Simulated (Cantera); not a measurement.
**Adiabatic ignition**

An adiabatic, constant-volume homogeneous reactor starts with CH₃OH : O₂ : N₂ = 1 : 2.83 : 10.6 (molar parts), at 1775 K and 18800 Torr.

Computed with Cantera and GRI-Mech 3.0 (53 species, 325 reactions). GRI-Mech 3.0 was tuned for natural gas; its chemistry of methanol as a main component is partial and can be far from experiment. The pressure lies above the range GRI-Mech 3.0 was tuned for (to about 10 atm).

```json
[
 {"t (s)": "8.00e-6", "T (K)": "2970", "P (bar)": "43.9", "x CH₃OH": "<1e-12", "x O₂": "0.0861", "x OH": "0.0170", "x CH₂CO": "<1e-12", "x CH₂": "<1e-12", "x CH₂O": "3.96e-10"},
 {"t (s)": "1.75e-5", "T (K)": "2964", "P (bar)": "43.8", "x CH₃OH": "<1e-12", "x O₂": "0.0845", "x OH": "0.0167", "x CH₂CO": "<1e-12", "x CH₂": "<1e-12", "x CH₂O": "3.87e-10"},
 {"t (s)": "3.83e-5", "T (K)": "2953", "P (bar)": "43.6", "x CH₃OH": "<1e-12", "x O₂": "0.0817", "x OH": "0.0162", "x CH₂CO": "<1e-12", "x CH₂": "<1e-12", "x CH₂O": "3.73e-10"},
 {"t (s)": "8.37e-5", "T (K)": "2941", "P (bar)": "43.4", "x CH₃OH": "<1e-12", "x O₂": "0.0783", "x OH": "0.0157", "x CH₂CO": "<1e-12", "x CH₂": "<1e-12", "x CH₂O": "3.57e-10"},
 {"t (s)": "0.000183", "T (K)": "2932", "P (bar)": "43.2", "x CH₃OH": "<1e-12", "x O₂": "0.0760", "x OH": "0.0153", "x CH₂CO": "<1e-12", "x CH₂": "<1e-12", "x CH₂O": "3.46e-10"},
 {"t (s)": "0.000400", "T (K)": "2930", "P (bar)": "43.2", "x CH₃OH": "<1e-12", "x O₂": "0.0755", "x OH": "0.0152", "x CH₂CO": "<1e-12", "x CH₂": "<1e-12", "x CH₂O": "3.44e-10"},
 {"t (s)": "0.000875", "T (K)": "2930", "P (bar)": "43.2", "x CH₃OH": "<1e-12", "x O₂": "0.0755", "x OH": "0.0152", "x CH₂CO": "<1e-12", "x CH₂": "<1e-12", "x CH₂O": "3.44e-10"},
 {"t (s)": "0.00191", "T (K)": "2930", "P (bar)": "43.2", "x CH₃OH": "<1e-12", "x O₂": "0.0755", "x OH": "0.0152", "x CH₂CO": "<1e-12", "x CH₂": "<1e-12", "x CH₂O": "3.44e-10"},
 {"t (s)": "0.00418", "T (K)": "2930", "P (bar)": "43.2", "x CH₃OH": "<1e-12", "x O₂": "0.0755", "x OH": "0.0152", "x CH₂CO": "<1e-12", "x CH₂": "<1e-12", "x CH₂O": "3.44e-10"},
 {"t (s)": "0.00915", "T (K)": "2930", "P (bar)": "43.2", "x CH₃OH": "<1e-12", "x O₂": "0.0755", "x OH": "0.0152", "x CH₂CO": "<1e-12", "x CH₂": "<1e-12", "x CH₂O": "3.44e-10"},
 {"t (s)": "0.0200", "T (K)": "2930", "P (bar)": "43.2", "x CH₃OH": "<1e-12", "x O₂": "0.0755", "x OH": "0.0152", "x CH₂CO": "<1e-12", "x CH₂": "<1e-12", "x CH₂O": "3.44e-10"},
 {"t (s)": "0.0437", "T (K)": "2930", "P (bar)": "43.2", "x CH₃OH": "<1e-12", "x O₂": "0.0755", "x OH": "0.0152", "x CH₂CO": "<1e-12", "x CH₂": "<1e-12", "x CH₂O": "3.44e-10"},
 {"t (s)": "0.0956", "T (K)": "2930", "P (bar)": "43.2", "x CH₃OH": "<1e-12", "x O₂": "0.0755", "x OH": "0.0152", "x CH₂CO": "<1e-12", "x CH₂": "<1e-12", "x CH₂O": "3.44e-10"},
 {"t (s)": "0.209", "T (K)": "2930", "P (bar)": "43.2", "x CH₃OH": "<1e-12", "x O₂": "0.0755", "x OH": "0.0152", "x CH₂CO": "<1e-12", "x CH₂": "<1e-12", "x CH₂O": "3.44e-10"},
 {"t (s)": "0.457", "T (K)": "2930", "P (bar)": "43.2", "x CH₃OH": "<1e-12", "x O₂": "0.0755", "x OH": "0.0152", "x CH₂CO": "<1e-12", "x CH₂": "<1e-12", "x CH₂O": "3.44e-10"},
 {"t (s)": "1.00", "T (K)": "2930", "P (bar)": "43.2", "x CH₃OH": "<1e-12", "x O₂": "0.0755", "x OH": "0.0152", "x CH₂CO": "<1e-12", "x CH₂": "<1e-12", "x CH₂O": "3.44e-10"}
]
```
x: mole fraction; the columns are a selection and need not sum to one.

The time of steepest temperature rise is 2.08 µs. The temperature at 1.00 s is 2930 K, the equilibrium temperature is 2930 K and the x(CH₃OH) at 1.00 s is <1e-12 (gas-phase equilibrium <1e-12). The x(O₂) at 1.00 s is 0.0755 (gas-phase equilibrium 0.0755). The x(OH) at 1.00 s comes out as 0.0152 (gas-phase equilibrium 0.0152).
